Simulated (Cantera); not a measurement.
Cantera run:

```python
import numpy as np
import cantera as ct

gas_names = """
    B BH BH2 BH3 BN BO BO2 B2 B2O B2O2 B2O3 B3O3H3 H HBO HBO2 HNO HNO2 HNO3 HO2 H2 H2O H2O2 H3B3O6 N NH
    NH2 NH3 NH2OH NO NO2 NO3 N2 N2H2 N2H4 N2O O OH O2 O3
""".split()
cond_names = """
    B(b) B(L) BN(s) B2O3(L) B3O3H3(cr) H2O(s) H2O(L)
""".split()


# ... load() reads the species with a 1 bar reference pressure and builds the phases ...
atoms = {
    'B2H6': {'B': 2, 'H': 6},
    'O2': {'O': 2},
    'H2': {'H': 2},
    'N2': {'N': 2},
}
top_T = {'BN(s)': 3200}  # K; cautious upper limits of use, not melting points


# ... equilibrate(T, P, feed) seeds the gas with the atoms and calls Mixture.equilibrate('TP', solver="vcs", rtol=1e-11, max_steps=5000) ...
results = []
feed = {'B2H6': 1, 'O2': 1.8, 'H2': 190, 'N2': 0.64}  # mol
for P in [10, 28, 77, 220, 600, 1700, 4600, 13000, 36000, 100000]:
    for T in [1173, 1273, 1373, 1473, 1573, 1673, 1773, 1873, 1973, 2073, 2173, 2273, 2373]:
        mix = equilibrate(T, P, feed)
        results.append((T, P, feed, dict(zip(mix.species_names, mix.species_moles))))

for T, P, feed, n in results:
    print(f"{T:7g} {P:10.4g}  " + (" + ".join(c for c in cond_names if n.get(c, 0) > 1e-12) or "gas only"))
```

Result:

```
   1173         10  B2O3(L)
   1273         10  B2O3(L)
   1373         10  gas only
   1473         10  gas only
   1573         10  gas only
   1673         10  gas only
   1773         10  gas only
   1873         10  gas only
   1973         10  gas only
   2073         10  gas only
   2173         10  gas only
   2273         10  gas only
   2373         10  gas only
   1173         28  B2O3(L)
   1273         28  B2O3(L)
   1373         28  gas only
   1473         28  gas only
   1573         28  gas only
   1673         28  gas only
   1773         28  gas only
   1873         28  gas only
   1973         28  gas only
   2073         28  gas only
   2173         28  gas only
   2273         28  gas only
   2373         28  gas only
   1173         77  B2O3(L)
   1273         77  B2O3(L)
   1373         77  gas only
   1473         77  gas only
   1573         77  gas only
   1673         77  gas only
   1773         77  gas only
   1873         77  gas only
   1973         77  gas only
   2073         77  gas only
   2173         77  gas only
   2273         77  gas only
   2373         77  gas only
   1173        220  B2O3(L)
   1273        220  B2O3(L)
   1373        220  B2O3(L)
   1473        220  gas only
   1573        220  gas only
   1673        220  gas only
   1773        220  gas only
   1873        220  gas only
   1973        220  gas only
   2073        220  gas only
   2173        220  gas only
   2273        220  gas only
   2373        220  gas only
   1173        600  B2O3(L)
   1273        600  B2O3(L)
   1373        600  B2O3(L)
   1473        600  gas only
   1573        600  gas only
   1673        600  gas only
   1773        600  gas only
   1873        600  gas only
   1973        600  gas only
   2073        600  gas only
   2173        600  gas only
   2273        600  gas only
   2373        600  gas only
   1173       1700  B2O3(L)
   1273       1700  B2O3(L)
   1373       1700  B2O3(L)
   1473       1700  B2O3(L)
   1573       1700  gas only
   1673       1700  gas only
   1773       1700  gas only
   1873       1700  gas only
   1973       1700  gas only
   2073       1700  gas only
   2173       1700  gas only
   2273       1700  gas only
   2373       1700  gas only
   1173       4600  B2O3(L)
   1273       4600  B2O3(L)
   1373       4600  B2O3(L)
   1473       4600  B2O3(L)
   1573       4600  gas only
   1673       4600  gas only
   1773       4600  gas only
   1873       4600  gas only
   1973       4600  gas only
   2073       4600  gas only
   2173       4600  gas only
   2273       4600  gas only
   2373       4600  gas only
   1173    1.3e+04  B2O3(L)
   1273    1.3e+04  B2O3(L)
   1373    1.3e+04  B2O3(L)
   1473    1.3e+04  B2O3(L)
   1573    1.3e+04  B2O3(L)
   1673    1.3e+04  gas only
   1773    1.3e+04  gas only
   1873    1.3e+04  gas only
   1973    1.3e+04  gas only
   2073    1.3e+04  gas only
   2173    1.3e+04  gas only
   2273    1.3e+04  gas only
   2373    1.3e+04  gas only
   1173    3.6e+04  B2O3(L)
   1273    3.6e+04  B2O3(L)
   1373    3.6e+04  B2O3(L)
   1473    3.6e+04  B2O3(L)
   1573    3.6e+04  B2O3(L)
   1673    3.6e+04  gas only
   1773    3.6e+04  gas only
   1873    3.6e+04  gas only
   1973    3.6e+04  gas only
   2073    3.6e+04  gas only
   2173    3.6e+04  gas only
   2273    3.6e+04  gas only
   2373    3.6e+04  gas only
   1173      1e+05  B2O3(L)
   1273      1e+05  B2O3(L)
   1373      1e+05  B2O3(L)
   1473      1e+05  B2O3(L)
   1573      1e+05  B2O3(L)
   1673      1e+05  B2O3(L)
   1773      1e+05  gas only
   1873      1e+05  gas only
   1973      1e+05  gas only
   2073      1e+05  gas only
   2173      1e+05  gas only
   2273      1e+05  gas only
   2373      1e+05  gas only
```

These are equilibrium values from Cantera (NASA tables, ideal gas, pure condensed phases), not measurements of a reactor. The feed counts by its element totals alone.
